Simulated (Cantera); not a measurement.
A closed system holds: 1 mol SF6, 0.15 mol O2, 2.8 mol N2, held at 3050 K and 0.133 bar.

Equilibrium computed with Cantera from the NASA thermochemical tables; the gas is ideal and each condensed phase is pure. Candidate condensed phases: S; 35 gas species. Rates play no part.

Base state: F 0.610, N2 0.287, S 0.0619, SO 0.0211, S2 0.00599, SF 0.00587, O 0.00536, SO2 0.00148 (mole fractions); condensed: gas only.

Q: What changes in the equilibrium state with this change: pressure from 0.133 bar to 0.880 bar?

A: 
```csv
species,before,after
F,0.610,0.606
N2,0.287,0.297
S,0.0619,0.0326
SF,0.00587,0.0203
S2,0.00599,0.0110
SO,0.0211,0.0225
SF3,2.64e-7,3.93e-5
S2F2 (SSF2),8.21e-7,6.46e-5
SOF2,1.93e-6,8.86e-5
```
The tables' values for SOF2, S2F2 (SSF2), SF3 are old estimates; treat these amounts as uncertain.
